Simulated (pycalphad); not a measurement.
An equivalent pycalphad script:

```python
from pycalphad import Database, equilibrium, calculate, variables as v
import numpy as np
db = Database('COST507.tdb')
comps = ['AL', 'FE', 'MN', 'SI', 'VA']
phases = ['AL11MN4', 'AL12MN', 'AL13FE4', 'AL2FE', 'AL4MN', 'AL5FE2', 'AL5FE4', 'AL6MN', 'AL8MN5_D810', 'ALFESI_ALPHA', 'ALFESI_BETA', 'ALFESI_DELTA', 'ALFESI_GAMMA', 'ALFESI_TAU1', 'ALFESI_TAU3', 'ALMNSI_ALPHA', 'ALMNSI_BETA', 'ALMNSI_DELTA', 'BCC_B2', 'CBCC_A12', 'CUB_A13', 'DIAMOND_A4', 'FCC_A1', 'FE2SI', 'FE5SI3', 'FESI', 'FESI2_H', 'FESI2_L', 'HCP_A3', 'LIQUID', 'MN11SI19', 'MN3SI', 'MN5SI3', 'MN6SI', 'MN9SI2', 'MNSI']
eq = equilibrium(db, comps, phases, {v.X('FE'): 0.0087, v.X('MN'): 0.0062, v.X('SI'): 0.0074, v.T: np.arange(1850, 499, -50), v.P: 101325, v.N: 1}, output=['HM', 'SM'])
```

All values are pycalphad results on the COST 507 light-alloy database (1999) (1 atm), not direct measurements. These are 1990s assessments: newer ones move some temperatures and phases. The system is extrapolated from its subsystems; higher-order compounds may be missing. Phase fractions are per mole of atoms.

Results at three of the temperatures:

```
T = 1800.00 K, P = 101325 Pa, N = 1 mol of atoms
G = -112162 J/mol, H = 55456 J/mol, S = 93.12 J/(mol K)  (SER reference)
chemical potentials (J/mol): Al -110106, Fe -226177, Mn -212943, Si -165245
phase             fraction      x(Al)      x(Fe)      x(Mn)      x(Si)
LIQUID              1.0000     0.9777     0.0087     0.0062     0.0074
```

```
T = 700.00 K, P = 101325 Pa, N = 1 mol of atoms
G = -26435 J/mol, H = 8958 J/mol, S = 50.56 J/(mol K)  (SER reference)
chemical potentials (J/mol): Al -24879, Fe -132536, Mn -125679, Si -24097
phase             fraction      x(Al)      x(Fe)      x(Mn)      x(Si)
FCC_A1              0.9012     0.9988    6.9e-06   6.38e-05     0.0011
AL6MN               0.0524     0.8571     0.0806     0.0623       none
ALFESI_BETA         0.0298     0.7000     0.1500       none     0.1500
ALMNSI_ALPHA        0.0165     0.7106       none     0.1739     0.1155
```

```
T = 650.00 K, P = 101325 Pa, N = 1 mol of atoms
G = -23961 J/mol, H = 7488 J/mol, S = 48.38 J/(mol K)  (SER reference)
chemical potentials (J/mol): Al -22379, Fe -131462, Mn -125612, Si -21314
phase             fraction      x(Al)      x(Fe)      x(Mn)      x(Si)
FCC_A1              0.9014     0.9993   2.35e-06    2.2e-05   0.000652
AL6MN               0.0490     0.8571     0.0808     0.0621       none
ALFESI_BETA         0.0316     0.7000     0.1500       none     0.1500
ALMNSI_ALPHA        0.0181     0.7115       none     0.1739     0.1146
```

Changes of the phase set, refined by bisection:

```json
[
 {"T (°C)": "679.1", "phases above": "liquid", "phases below": "AL6MN + liquid"},
 {"T (°C)": "650.5", "phases above": "AL6MN + liquid", "phases below": "AL6MN + fcc + liquid"},
 {"T (°C)": "646.5", "phases above": "AL6MN + fcc + liquid", "phases below": "AL13FE4 + AL6MN + fcc + liquid"},
 {"T (°C)": "624 ± 3", "phases above": "AL13FE4 + AL6MN + fcc + liquid", "phases below": "AL6MN + ALFESI_ALPHA + ALMNSI_ALPHA + fcc"},
 {"T (°C)": "436 ± 4", "phases above": "AL6MN + ALFESI_ALPHA + ALMNSI_ALPHA + fcc", "phases below": "AL6MN + ALFESI_BETA + ALMNSI_ALPHA + fcc"}
]
```

Database names, with the compositions (at.%) that they take in these runs: AL6MN: Al 86 Fe 7 Mn 6-8; AL13FE4: Al 76 Fe 21 Mn 3; ALFESI_ALPHA: Al 72 Fe 19 Si 8; ALMNSI_ALPHA: Al 71 Mn 17 Si 11; ALFESI_BETA: Al 70 Fe 15 Si 15. FCC_A1 is fcc. An entry "none" or "no" means that the model of the phase leaves that element out.
